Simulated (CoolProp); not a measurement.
Vapour-liquid equilibrium of R1234yf (1) + R152A (2) at 211.7 K; x and y are mole fractions of (1).

The numbers come from the multi-fluid Helmholtz-energy mixture model, Lemmon 2022 and Outcalt 1996; pair parameters Bell 2023 in CoolProp.

| x | bubble pressure (MPa) | y at the bubble point | dew pressure at overall composition x (MPa) | liquid density (mol/L) |
|---|---|---|---|---|
| 0.05 | 0.01442 | 0.098 | 0.01405 | 16.12 |
| 0.125 | 0.01534 | 0.213 | 0.01464 | 15.65 |
| 0.2 | 0.01609 | 0.305 | 0.01524 | 15.22 |
| 0.275 | 0.01670 | 0.382 | 0.01585 | 14.81 |
| 0.35 | 0.01720 | 0.450 | 0.01645 | 14.42 |
| 0.425 | 0.01762 | 0.513 | 0.01702 | 14.06 |
| 0.5 | 0.01798 | 0.574 | 0.01754 | 13.72 |
| 0.575 | 0.01829 | 0.634 | 0.01799 | 13.39 |
| 0.65 | 0.01855 | 0.694 | 0.01836 | 13.08 |
| 0.725 | 0.01876 | 0.756 | 0.01866 | 12.79 |
| 0.8 | 0.01894 | 0.819 | 0.01889 | 12.51 |
| 0.875 | 0.01909 | 0.885 | 0.01907 | 12.24 |
| 0.95 | 0.01921 | 0.953 | 0.01920 | 11.99 |

No azeotrope shows between x = 0.05 and 0.95.

Pair parameters are fitted to limited data, so mixtures are less certain than the pure fluids.
